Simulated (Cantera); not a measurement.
A freely propagating, adiabatic, planar premixed flame of H₂ : O₂ : N₂ = 1 : 0.25 : 0.94 (molar parts), equivalence ratio 2.0, unburnt at 675 K and 1.28 atm; mixture-averaged transport, grid criteria slope 0.08 and curve 0.16, no radiation.

Computed with Cantera and the H2/O2 subset of GRI-Mech 3.0, which has no nitrogen chemistry. Burning velocities carry a grid error of a few per cent, more on coarse grids.

x: mole fraction of selected species; z is measured from the peak of heat release.

```json
[
 {"z (mm)": "-1.02", "T (K)": "675", "u (m/s)": "11.4", "x H₂": "0.457", "x O₂": "0.114", "x O": "<1e-8", "x OH": "<1e-8", "x HO₂": "<1e-8", "x H₂O": "<1e-8"},
 {"z (mm)": "-0.680", "T (K)": "675", "u (m/s)": "11.4", "x H₂": "0.457", "x O₂": "0.114", "x O": "<1e-8", "x OH": "<1e-8", "x HO₂": "<1e-8", "x H₂O": "<1e-8"},
 {"z (mm)": "-0.510", "T (K)": "675", "u (m/s)": "11.4", "x H₂": "0.457", "x O₂": "0.114", "x O": "<1e-8", "x OH": "<1e-8", "x HO₂": "1.36e-8", "x H₂O": "<1e-8"},
 {"z (mm)": "-0.340", "T (K)": "675", "u (m/s)": "11.4", "x H₂": "0.457", "x O₂": "0.114", "x O": "<1e-8", "x OH": "<1e-8", "x HO₂": "2.01e-6", "x H₂O": "2.21e-7"},
 {"z (mm)": "-0.170", "T (K)": "699", "u (m/s)": "11.7", "x H₂": "0.453", "x O₂": "0.114", "x O": "(withheld)", "x OH": "(withheld)", "x HO₂": "(withheld)", "x H₂O": "(withheld)"},
 {"z (mm)": "-0.0850", "T (K)": "893", "u (m/s)": "14.7", "x H₂": "0.421", "x O₂": "0.108", "x O": "0.000428", "x OH": "0.000629", "x HO₂": "0.000168", "x H₂O": "0.0195"},
 {"z (mm)": "0", "T (K)": "1288", "u (m/s)": "20.6", "x H₂": "0.314", "x O₂": "0.0671", "x O": "0.00373", "x OH": "0.00278", "x HO₂": "7.48e-5", "x H₂O": "0.106"},
 {"z (mm)": "0.0850", "T (K)": "1562", "u (m/s)": "24.7", "x H₂": "0.223", "x O₂": "0.0164", "x O": "0.00386", "x OH": "0.00499", "x HO₂": "1.81e-5", "x H₂O": "0.203"},
 {"z (mm)": "0.170", "T (K)": "1680", "u (m/s)": "26.4", "x H₂": "0.205", "x O₂": "0.00347", "x O": "0.00245", "x OH": "0.00556", "x HO₂": "3.70e-6", "x H₂O": "0.230"},
 {"z (mm)": "0.340", "T (K)": "1798", "u (m/s)": "28.1", "x H₂": "0.210", "x O₂": "(withheld)", "x O": "(withheld)", "x OH": "0.00604", "x HO₂": "(withheld)", "x H₂O": "0.237"},
 {"z (mm)": "0.680", "T (K)": "1922", "u (m/s)": "29.7", "x H₂": "0.220", "x O₂": "0.000647", "x O": "0.00135", "x OH": "0.00609", "x HO₂": "6.79e-7", "x H₂O": "0.240"},
 {"z (mm)": "1.36", "T (K)": "2043", "u (m/s)": "31.3", "x H₂": "0.229", "x O₂": "0.000395", "x O": "0.000854", "x OH": "0.00556", "x HO₂": "4.27e-7", "x H₂O": "0.244"},
 {"z (mm)": "2.72", "T (K)": "2148", "u (m/s)": "32.6", "x H₂": "0.237", "x O₂": "0.000207", "x O": "0.000460", "x OH": "0.00455", "x HO₂": "2.43e-7", "x H₂O": "0.248"}
]
```

Some entries are withheld; supply them.


- -0.170, x O: 1.86e-5
- -0.170, x OH: 8.35e-5
- -0.170, x HO₂: 0.000243
- -0.170, x H₂O: 0.00128
- 0.340, x O₂: 0.000988
- 0.340, x O: 0.00184
- 0.340, x HO₂: 1.05e-6
